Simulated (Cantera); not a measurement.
Cantera with NASA thermochemical tables; ideal gases at 1 bar, condensed phases pure. Values are per mole of reaction as written; species without (g) are pure solids or liquids, kept so even where they would boil at 1 bar. The tables' values for SiF₂ are old estimates.

3 SiF₄(g) + 4 N(g) ⇌ 6 F₂(g) + Si₃N₄

| T (K) | ΔH° (kJ) | ΔS° (J/K) | ΔG° (kJ) | log10 K |
|---|---|---|---|---|
| 300 | 2209.4 | -131.9 | 2249.0 | -391.57 |
| 1548 | 2196.5 | -156.8 | 2439.2 | -82.30 |
| 1623 | (withheld) | (withheld) | (withheld) | (withheld) |
| 1698 | (withheld) | (withheld) | (withheld) | (withheld) |
| 1773 | (withheld) | (withheld) | (withheld) | (withheld) |
| 1848 | 2200.4 | -154.5 | 2485.9 | -70.26 |
| 1923 | 2201.5 | -153.9 | 2497.4 | -67.84 |
| 1998 | 2202.7 | -153.3 | 2509.0 | -65.59 |
| 2073 | 2203.8 | -152.7 | 2520.4 | -63.51 |
| 2148 | (withheld) | (withheld) | (withheld) | (withheld) |

Task: Complete the blanks.

Result: 
- 1623, ΔH° (kJ): 2197.4
- 1623, ΔS° (J/K): -156.2
- 1623, ΔG° (kJ): 2450.9
- 1623, log10 K: -78.88
- 1698, ΔH° (kJ): 2198.3
- 1698, ΔS° (J/K): -155.7
- 1698, ΔG° (kJ): 2462.6
- 1698, log10 K: -75.75
- 1773, ΔH° (kJ): 2199.3
- 1773, ΔS° (J/K): -155.1
- 1773, ΔG° (kJ): 2474.3
- 1773, log10 K: -72.89
- 2148, ΔH° (kJ): 2205.0
- 2148, ΔS° (J/K): -152.2
- 2148, ΔG° (kJ): 2531.9
- 2148, log10 K: -61.57
